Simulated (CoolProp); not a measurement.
Vapour-liquid equilibrium of carbon dioxide (1) + C2F6 (R116) (2) at -2.05 °C; x and y are mole fractions of (1).

Model: multi-fluid Helmholtz-energy mixture model, Span 1996 and Lemmon 2006; pair parameters Bell 2016, in CoolProp.

Problem. Give the bubble pressure and the first vapour's composition at x = 0.05, 0.5, 0.65. Is there an azeotrope?

Solution. x = 0.05: 1913 kPa, y = 0.096; x = 0.5: 3228 kPa, y = 0.600; x = 0.65: 3451 kPa, y = 0.700. y crosses x between x = 0.65 and 0.8: the model has an azeotrope there.

Pair parameters are fitted to limited data, so mixtures are less certain than the pure fluids.
